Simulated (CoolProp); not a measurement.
The numbers come from the reference Helmholtz-energy equation of state, Zhou 2011 in CoolProp.

**Question.** For dimethyl carbonate, give the phase and the cv (kJ/(kg K)), isothermal compressibility (1/MPa), expansivity (1/kK) at 498.8 K and 20.4 MPa.

**Answer.** 
- 498.8 K and 20.4 MPa: liquid; cv 1.70, isothermal compressibility 0.00369, expansivity 1.81
